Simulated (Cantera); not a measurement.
# Pyrogenic steam for wet oxidation

An isothermal, constant-pressure homogeneous reactor starts with 35.7 % H2, 23.8 % O2, 40.5 % N2, equivalence ratio 0.75, at 1000 K and 1.00 bar.

Model: the H2/O2 subset of GRI-Mech 3.0, which has no nitrogen chemistry, integrated in Cantera. The temperature is held fixed by assumption; the heat of reaction is taken as removed at once.

| t (s) | x H2 | x O2 | x OH | x H2O | x H |
|---|---|---|---|---|---|
| 1.00e-6 | 0.357 | 0.238 | 1.53e-12 | 3.50e-12 | 5.68e-11 |
| 3.80e-6 | 0.357 | 0.238 | 8.61e-12 | 8.02e-11 | 2.14e-10 |
| 1.44e-5 | 0.357 | 0.238 | 5.24e-11 | 1.75e-9 | 1.14e-9 |
| 5.48e-5 | 0.357 | 0.238 | 1.18e-9 | 9.06e-8 | 2.48e-8 |
| 0.000208 | 0.338 | 0.229 | 0.000351 | 0.0198 | 0.00359 |
| 0.000790 | 0.187 | 0.159 | 1.10e-7 | 0.206 | 6.89e-7 |
| 0.00300 | 0.187 | 0.159 | 1.65e-7 | 0.207 | 9.95e-7 |
| 0.0114 | 0.179 | 0.155 | 4.27e-7 | 0.216 | 2.20e-6 |
| 0.0433 | 0.138 | 0.136 | 5.52e-7 | 0.266 | 2.14e-6 |
| 0.164 | 0.0523 | 0.0965 | 5.15e-7 | 0.371 | 8.95e-7 |
| 0.624 | 0.00248 | 0.0736 | 2.81e-7 | 0.432 | 3.04e-8 |
| 2.37 | 0.000147 | 0.0725 | 5.22e-8 | 0.435 | 3.79e-10 |
| 9.00 | 7.79e-6 | 0.0725 | 2.24e-8 | 0.435 | 1.21e-11 |
x: mole fraction; the columns are a selection and need not sum to one.

Equilibrium at this temperature and pressure: H2 1.42e-10, O2 0.0725, OH 1.84e-7, H2O 0.435, H <1e-12 (gas phase only).
